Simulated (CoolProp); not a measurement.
Vapour-liquid equilibrium of ethane (1) + CHF3 (R23) (2) at -50.85 °C; x and y are mole fractions of (1).

Computed with CoolProp (multi-fluid Helmholtz-energy mixture model, Bücker 2006 and Penoncello 2003; pair parameters Bell 2016).

Question: Give the bubble pressure and the first vapour's composition at x = 0.5, 0.65, 0.95. Is there an azeotrope?

Answer: x = 0.5: 808.5 kPa, y = 0.523; x = 0.65: 803.1 kPa, y = 0.556; x = 0.95: 626.0 kPa, y = 0.832. y crosses x between x = 0.5 and 0.65: the model has an azeotrope there.

The pair parameters rest on a limited set of measurements; away from them the model extrapolates. With so large a gap from Raoult's law the liquid may split in two, which this calculation doesn't test in full.
